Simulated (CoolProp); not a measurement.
A single-stage vapour-compression cycle with the fluid: evaporating at 231.15 K (dew point), condensing at 271.15 K (bubble point), superheat 5 K, subcooling 0 K, compressor efficiency 0.85, no pressure losses. The same conditions are run with several fluids, on thermodynamics alone (safety and materials aside).

The numbers come from the reference Helmholtz-energy equation of state of each fluid (isobutane: Bücker 2006; R115: Lemmon 2016; R143a: Lemmon and Jacobsen 2000; R507A: Lemmon 2003; trans-2-butene: Lemmon 2005; fluoroethane (R161): Wu 2012) in CoolProp. Blends and air are pseudo-pure fits.

| fluid | cooling COP | pressure ratio | discharge temperature (K) | refrigerating effect (kJ/kg) | volumetric capacity (kJ/m³) |
|---|---|---|---|---|---|
| isobutane | 4.24 | ___ | ___ | 310 | ___ |
| R115 | 3.96 | 4.63 | 276.9 | 90.8 | 662 |
| R143a | ___ | 4.51 | 292.9 | 171 | 997 |
| R507A | 4.03 | 4.63 | 289.5 | 145 | ___ |
| trans-2-butene | ___ | 6.56 | 296.5 | 363 | 145 |
| fluoroethane (R161) | 4.20 | 4.97 | 313.7 | ___ | 732 |

Q: Fill in the missing entries.

A: 
- isobutane, pressure ratio: 5.64
- isobutane, discharge temperature (K): 287.8
- isobutane, volumetric capacity (kJ/m³): 241
- R143a, cooling COP: 4.08
- R507A, volumetric capacity (kJ/m³): 977
- trans-2-butene, cooling COP: 4.31
- fluoroethane (R161), refrigerating effect (kJ/kg): 354
